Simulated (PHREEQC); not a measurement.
Metal-bearing waste water: an equilibrium model

Solution (22 °C): 0.0053 mol Al2(SO4)3, 0.00016 mol NiCl2, 0.0016 mol NaF and 0.023 mol NaCl per kg of water. Closed to the air; pH follows from the charge balance.

Equilibrium calculation in PHREEQC: ion-association model, wateq4f.dat.

This is a speciation only: nothing precipitates in the calculation.

### Question
Predict the pH, ionic strength.

### Answer
pH 4.12; ionic strength 0.0558 mol/kgw.

### Question
In which forms is F present?

### Answer
AlF+2 93 %, AlF2+ 7.4 % of the F.

Examples of supersaturated solids here: Basaluminite, Gibbsite (slow to form). Others may be too. Fluoro complexes past AlF4- and FeF3 are missing from the database.
